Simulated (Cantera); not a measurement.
## Reactions in the system Cu-F-H-O

Standard-state values (1 bar) from the NASA 1993 polynomials, evaluated with Cantera. Values are per mole of reaction as written; species without (g) are pure solids or liquids, kept so even where they would boil at 1 bar.

O₃(g) + 4 HF(g) + Cu₂O = 4 F(g) + 2 Cu(OH)₂

```tsv
T (K)	ΔH° (kJ)	ΔS° (J/K)	ΔG° (kJ)	log10 K
300	536.0	-174.4	588.3	-102.44
823	569.0	-111.3	660.6	-41.92
923	575.8	-103.5	671.3	-37.99
1023	582.5	-96.6	681.3	-34.79
1123	589.0	-90.5	690.6	-32.12
1223	595.2	-85.2	699.4	-29.87
1323	601.0	-80.6	707.7	-27.94
1423	606.3	-76.8	715.6	-26.27
```
